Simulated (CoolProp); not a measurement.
Vapour-liquid equilibrium of R134a (1) + R1234ze(E) (2) at 315.7 K; x and y are mole fractions of (1).

The numbers come from the multi-fluid Helmholtz-energy mixture model, Tillner-Roth 1994 and Thol 2016; pair parameters Bell 2022 in CoolProp.

```
x     bubble pressure, mixture model (MPa)  bubble pressure, Raoult's law (MPa)  y, mixture model  y, Raoult's law
----  ------------------------------------  -----------------------------------  ----------------  ---------------
0.05                                     …                               0.8344             0.068            0.065
0.2                                 0.8977                               0.8744             0.249            0.249
0.35                                0.9446                               0.9144                 …            0.416
0.5                                 0.9849                               0.9545                 …            0.570
0.65                                 1.020                               0.9945             0.689            0.711
0.8                                  1.051                                1.035             0.823            0.841
0.95                                 1.079                                1.075                 …            0.962
```

**Question.** Some entries are withheld; supply them.

**Answer.** 
- 0.05, bubble pressure, mixture model (MPa): 0.8420
- 0.35, y, mixture model: 0.407
- 0.5, y, mixture model: 0.552
- 0.95, y, mixture model: 0.956

The largest gap from Raoult's law is +3.3 % in bubble pressure, at x = 0.35. No azeotrope shows between x = 0.05 and 0.95.

The pair parameters rest on a limited set of measurements; away from them the model extrapolates.
